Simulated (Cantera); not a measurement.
**Thermodynamics of boron, boron nitride and boron oxide, feed B2H6 + O2 + H2 + H2O**

Feed: 1 mol B2H6, 1.3 mol O2, 79 mol H2, 3.4 mol H2O, equilibrated at 100000 Pa.

Cantera equilibrium calculation (NASA polynomials, part measured and part estimated; ideal gas, pure solids and liquids). Candidate condensed phases: B, B2O3, B3O3H3, H2O; 23 gas species. The feed counts by its element totals alone. Gases not in the tables: H3BO3. Equilibrium is a limit: real reactors are often held back by kinetics, nucleation or transport.

From 1352 °C to 1427 °C the condensed part is B2O3(l). From 1502 °C to 1877 °C nothing is condensed.

```tsv
T (°C)	log p H2	log p H2O	log p HBO2	log p HBO	log p H	log p B2O3	n B2O3(l)
1352	-0.02	-1.53	-1.94	-3.38	-4.16	-3.64	0.467
1427	-0.02	-1.58	-1.73	-2.96	-3.84	-3.11	0.0871
1502	-0.02	-1.59	-1.71	-2.78	-3.55	-2.99	0
1577	-0.02	-1.58	-1.73	-2.67	-3.28	-2.97	0
1652	-0.02	-1.57	-1.74	-2.57	-3.03	-2.95	0
1727	-0.02	-1.56	-1.76	-2.48	-2.80	-2.94	0
1802	-0.02	-1.55	-1.78	-2.40	-2.59	-2.94	0
1877	-0.02	-1.53	-1.80	-2.33	-2.39	-2.95	0
```
log p: log10 of the partial pressure in bar; n: condensed amount in mol.
